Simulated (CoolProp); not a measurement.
n-undecane along the isobar 101 kPa: Z from the reference equation and from simpler models built on Tc = 638.8 K, pc = 1990 kPa, ω = 0.539; each cubic takes its own stable root.

The numbers come from the reference Helmholtz-energy equation of state, Aleksandrov 2011 in CoolProp. It is a short technical equation, of lower accuracy than the large ones.

| T (K) | phase | reference | van der Waals | Redlich-Kwong | Soave-Redlich-Kwong | Peng-Robinson |
|---|---|---|---|---|---|---|
| 256.8 | liquid | 0.009623 | 0.01830 | 0.01228 | 0.01187 | 0.01060 |
| 269.6 | liquid | 0.009286 | 0.01760 | 0.01182 | 0.01139 | 0.01017 |
| 282.4 | liquid | 0.008982 | 0.01697 | 0.01140 | 0.01096 | 0.009774 |
| 295.2 | liquid | 0.008707 | 0.01640 | 0.01103 | 0.01056 | 0.009420 |
| 307.9 | liquid | 0.008459 | 0.01589 | 0.01069 | 0.01021 | 0.009103 |
| 320.7 | liquid | 0.008231 | 0.01543 | 0.01039 | 0.009894 | 0.008813 |
| 333.5 | liquid | 0.008024 | 0.01501 | 0.01012 | 0.009606 | 0.008551 |
| 346.3 | liquid | 0.007835 | 0.01463 | 0.009879 | 0.009345 | 0.008313 |
| 359 | liquid | 0.007664 | 0.9401 | 0.009664 | 0.009111 | 0.008100 |

At some of these states van der Waals gives the other phase, because its saturation line lies elsewhere.
